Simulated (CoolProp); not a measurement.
Vapour-liquid equilibrium of C2F6 (R116) (1) + R143a (2) at 223.3 K; x and y are mole fractions of (1).

Model: multi-fluid Helmholtz-energy mixture model, Lemmon 2006 and Lemmon and Jacobsen 2000; pair parameters Bell 2016, in CoolProp.

```csv
x,bubble pressure (kPa),y at the bubble point,dew pressure at overall composition x (kPa),liquid density (mol/L)
0.05,134.1,0.352,93.87,13.75
0.15,203.5,0.600,104.3,13.32
0.25,251.4,0.697,117.2,12.91
0.35,283.9,0.748,133.6,12.53
0.45,306.6,0.782,155.2,12.16
0.55,323.4,0.808,184.5,11.81
0.65,337.3,0.833,226.1,11.50
0.75,349.8,0.862,285.0,11.21
0.85,361.3,0.900,345.1,10.96
0.95,370.2,0.958,369.4,10.75
```

No azeotrope shows between x = 0.05 and 0.95.

The pair parameters rest on a limited set of measurements; away from them the model extrapolates. With so large a gap from Raoult's law the liquid may split in two, which this calculation doesn't test in full.
